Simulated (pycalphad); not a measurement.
CALPHAD calculation (pycalphad, COST 507 light-alloy database (1999)), 1 atm. The data set is of 1999 and partly superseded. Amounts are mole fractions of atoms.

**Question.** Give the equilibrium state of Si-2.89Al (at.%) at 1450 K.

**Answer.** diamond (Si), fraction 0.924, with 0.01 Al at.%; liquid, fraction 0.076, with 37.9 Al at.%.

**Question.** Give the equilibrium state of Si-2.89Al (at.%) at 850 K.

**Answer.** diamond (Si), fraction 0.971, with <0.01 Al at.%; fcc, fraction 0.029, with 98.5 Al at.%.
